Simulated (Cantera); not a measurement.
Feed: 1 mol CuO, 0.7 mol C, 2.6 mol N2, at 8.30 bar.

Method: chemical equilibrium by Gibbs-energy minimisation in Cantera with the NASA 1993 tables (ideal gas, pure condensed phases). Candidate condensed phases: C, Cu, CuO, Cu2O; 27 gas species. The numbers say what is thermodynamically allowed, not how fast it happens. All values below are at 2225 K.

Base state: N2 0.785, CO 0.121, CO2 0.0905, Cu 0.00337, NO 5.40e-5, Cu2 2.75e-5 (mole fractions); condensed: Cu(l).

Problem. What changes in the equilibrium state with this change: C from 0.7 to 0.88 mol?

Solution. 
```tsv
species	before	after
N2	0.785	0.745
CO	0.121	0.218
CO2	0.0905	0.0344
Cu	0.00337	0.00337
NO	5.40e-5	1.11e-5
Cu2	2.75e-5	2.75e-5
Cu(l), mol	0.989	0.988
```
